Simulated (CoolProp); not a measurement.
Isopentane along the isotherm 487.8 K: density (kg/m³) from the reference equation and from simpler models built on Tc = 460.3 K, pc = 3.378 MPa, ω = 0.227; each cubic takes its own stable root.

The numbers come from the reference Helmholtz-energy equation of state, Lemmon 2006 in CoolProp. It is a short technical equation, of lower accuracy than the large ones.

```csv
p (MPa),phase,reference,ideal gas,van der Waals,Peng-Robinson
0.938,gas,18.19,16.69,18.06,18.36
1.88,gas,(withheld),33.44,40.06,41.36
2.82,gas,70.37,50.17,69.26,72.10
3.75,supercritical,115.7,66.71,118.9,118.7
4.69,supercritical,212.7,83.43,216.4,203.5
5.63,supercritical,308.3,100.2,250.0,278.6
6.57,supercritical,345.2,(withheld),268.4,319.6
7.51,supercritical,366.9,133.6,(withheld),347.1
8.45,supercritical,382.5,150.3,291.6,368.1
```

Task: Some entries are withheld; supply them.

Result: 
- 1.88, reference: 40.63
- 6.57, ideal gas: 116.9
- 7.51, van der Waals: 281.4
